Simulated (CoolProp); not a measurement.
c-C4F8 (RC318) at 330.93 K and 0.372 MPa is compressed adiabatically to 2.84 MPa with isentropic efficiency 0.9. Each further row changes one setting.

Values from CoolProp's reference Helmholtz-energy equation of state, Platzer 1990. This equation is an older, rougher fit; its heat capacities, sound speeds and derivatives of the liquid may be far off and weren't checked against measurements.

```csv
case,work (kJ/kg),final temperature (K),final density (kg/m³)
as stated,…,394.4,…
efficiency 1,…,393.3,…
efficiency 0.65,34.9,…,308
```

Problem. Fill in the missing entries.

Solution. 
- as stated, work (kJ/kg): 25.2
- as stated, final density (kg/m³): 356
- efficiency 1, work (kJ/kg): 22.7
- efficiency 1, final density (kg/m³): 372
- efficiency 0.65, final temperature (K): 399.9
